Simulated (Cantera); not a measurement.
A Cantera script and its output.

```python
import numpy as np
import cantera as ct

gas = ct.Solution("gri30.yaml")
gas.TPX = 1375, 230000, {'CH2O': 0.0024, 'O2': 0.0033, 'N2': 1}
inlet = ct.Reservoir(gas, clone=True)

reactor = ct.IdealGasConstPressureReactor(gas, energy="off", clone=False)
exhaust = ct.Reservoir(gas, clone=True)
tau = [25, 5.3, 1.1, 0.23, 0.047, 0.0098, 0.002, 0.00043][0]
for a, b in ((inlet, reactor), (reactor, exhaust)):
    ct.MassFlowController(a, b, mdot=lambda t: reactor.mass / tau)
net = ct.ReactorNet([reactor])
show = ['CH2O', 'O2', 'C2H2', 'NO', 'O']

rows = []
print(f"{'tau/s':>10s}{'T/K':>9s}" + "".join(f"{s:>11s}" for s in show))
for tau in [25, 5.3, 1.1, 0.23, 0.047, 0.0098, 0.002, 0.00043]:
    net.initial_time = 0.0
    net.advance(30 * tau)
    before = gas.X
    net.advance(40 * tau)
    drift = np.max(np.abs(gas.X - before) / (gas.X + 1e-9))
    rows.append([gas.T, *gas[show].X, drift])
    print(f"{tau:10.3e}{gas.T:9.1f}" + "".join(f"{x:11.3e}" for x in gas[show].X))
```

It prints:

```
     tau/s      T/K       CH2O         O2       C2H2         NO          O
 2.500e+01   1375.0  4.181e-08  8.953e-04  1.723e-25  1.238e-06  6.002e-07
 5.300e+00   1375.0  1.194e-07  8.989e-04  1.855e-23  1.523e-06  1.505e-06
 1.100e+00   1375.0  3.226e-07  9.107e-04  1.991e-21  1.525e-06  3.935e-06
 2.300e-01   1375.0  7.784e-07  9.445e-04  1.483e-19  1.154e-06  1.039e-05
 4.700e-02   1375.0  1.695e-06  1.033e-03  6.335e-18  8.361e-07  2.717e-05
 9.800e-03   1375.0  3.553e-06  1.228e-03  1.327e-16  7.004e-07  6.419e-05
 2.000e-03   1375.0  8.649e-06  1.576e-03  1.986e-15  5.029e-07  1.233e-04
 4.300e-04   1375.0  2.876e-05  2.041e-03  3.292e-14  1.738e-07  1.452e-04
```

Cantera simulation using GRI-Mech 3.0 (53 species, 325 reactions); the numbers are that mechanism's predictions, not measurements.
